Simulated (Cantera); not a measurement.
A jet of H₂ : O₂ : N₂ = 0.024 : 0.11 : 0.79 (molar parts) at 300 K and 0.0484 atm hits a platinum plate 8.5 cm away at a mass flux of 0.07 kg/m²/s; the plate temperature is set and raised in steps from an oxygen-covered start.

Cantera simulation using Deutschmann's 1995 Pt surface mechanism with GRI-Mech 3.0 gas chemistry; the numbers are that mechanism's predictions, not measurements. Catalytic surfaces can have several steady states; this one follows from the mechanism file's or the stated starting coverage.

x: mole fraction at the wall; θ: surface coverage.

```tsv
plate T (K)	wall x H₂	wall x O₂	wall x H₂O	wall x OH	θ free Pt	θ O*	θ OH*
700	(withheld)	0.0946	0.0440	<1e-8	0.0697	0.928	0.00234
750	(withheld)	0.0941	0.0448	<1e-8	0.0885	0.910	0.00191
800	(withheld)	0.0934	0.0459	<1e-8	0.126	0.872	0.00170
850	(withheld)	0.0929	0.0467	1.76e-8	0.180	0.819	0.00153
900	(withheld)	0.0926	0.0471	5.55e-8	0.242	0.756	0.00137
950	(withheld)	0.0924	0.0474	1.54e-7	0.310	0.689	0.00121
1000	(withheld)	0.0923	0.0475	3.84e-7	0.379	0.620	0.00106
1050	(withheld)	0.0924	0.0473	8.69e-7	0.449	0.550	0.000916
```

Q: Complete the blanks.

A: 
- 700, wall x H₂: 0.00324
- 750, wall x H₂: 0.00271
- 800, wall x H₂: 0.00203
- 850, wall x H₂: 0.00151
- 900, wall x H₂: 0.00116
- 950, wall x H₂: 0.000946
- 1000, wall x H₂: 0.000800
- 1050, wall x H₂: 0.000698
